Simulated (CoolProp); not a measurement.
Properties of isopentane along the isobar 0.101 MPa.

The numbers come from the reference Helmholtz-energy equation of state, Lemmon 2006 in CoolProp. It is a short technical equation, of lower accuracy than the large ones.

```csv
T (K),phase,density (kg/m³),isothermal compressibility (1/MPa)
263.3,liquid,649.2,0.001620
289.6,liquid,623.6,0.002135
315.9,gas,2.881,10.30
342.2,gas,2.635,10.19
368.5,gas,2.431,10.12
394.8,gas,2.259,10.08
421.1,gas,2.111,10.04
447.4,gas,1.981,10.02
473.7,gas,1.868,9.995
500,gas,1.767,9.980
```
